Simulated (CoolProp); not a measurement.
Vapour-liquid equilibrium of dimethyl ether (1) + chloromethane (R40) (2) at 337.8 K; x and y are mole fractions of (1).

Computed with CoolProp (multi-fluid Helmholtz-energy mixture model, Wu 2011 and Thol 2014; pair parameters Bell 2016).

Question: Give the bubble pressure and the first vapour's composition at x = 0.05, 0.2, 0.65. Is there an azeotrope?

Answer: x = 0.05: 1573 kPa, y = 0.045; x = 0.2: 1546 kPa, y = 0.189; x = 0.65: 1536 kPa, y = 0.661. y crosses x between x = 0.35 and 0.5: the model has an azeotrope there.

The pair parameters rest on a limited set of measurements; away from them the model extrapolates.
